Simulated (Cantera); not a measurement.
An adiabatic, constant-volume homogeneous reactor starts with H2 : O2 : N2 : NO = 1 : 1.25 : 4.12 : 0.013 (molar parts), at 1175 K and 4.93 atm.

Computed with Cantera and GRI-Mech 3.0 (53 species, 325 reactions). The hydrogen kinetics of GRI-Mech 3.0 are dated; newer H2 mechanisms differ, most at raised pressure. The mechanism lacks 2 NO + O2 → 2 NO2 and HONO, so NO2 and the effect of NO are under-described below about 1400 K.

One state of this run: T (K) = 2463; P (bar) = 9.69; x H2 = 0.000765; x O2 = 0.118; x NO = 0.0151; x O = 0.00134; x NO2 = 3.27e-5. x: mole fraction; the columns are a selection and need not sum to one.

Question: Which value of t (s) does it belong to?
A) 7.39e-5
B) 0.000317
C) 0.0252
D) 4.00e-6

Answer: C, 0.0252
